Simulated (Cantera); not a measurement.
Mixture: 10.6 % CH4, 17.7 % O2, 66.5 % N2, 5.20 % H2O, at 233 Torr, adiabatic and at constant pressure. Ignition delay is the time to a rise of 400 K.

Computed with Cantera and GRI-Mech 3.0 (53 species, 325 reactions).

Problem. At T0 = 1225 K, what is the delay, and which 6 reactions control it most (d ln τ / d ln k, from doubling and halving each rate constant)?

Solution. The delay is 0.105 s.
```json
[
 {"reaction": "2 CH3 (+M) <=> C2H6 (+M)", "d ln τ / d ln k": "0.57", "faster rate": "lengthens it"},
 {"reaction": "CH3 + O2 <=> CH2O + OH", "d ln τ / d ln k": "-0.41", "faster rate": "shortens it"},
 {"reaction": "CH3 + O2 <=> CH3O + O", "d ln τ / d ln k": "-0.37", "faster rate": "shortens it"},
 {"reaction": "H + O2 <=> O + OH", "d ln τ / d ln k": "-0.30", "faster rate": "shortens it"},
 {"reaction": "CH4 + H <=> CH3 + H2", "d ln τ / d ln k": "0.27", "faster rate": "lengthens it"},
 {"reaction": "CH2O + O2 <=> HCO + HO2", "d ln τ / d ln k": "-0.25", "faster rate": "shortens it"}
]
```
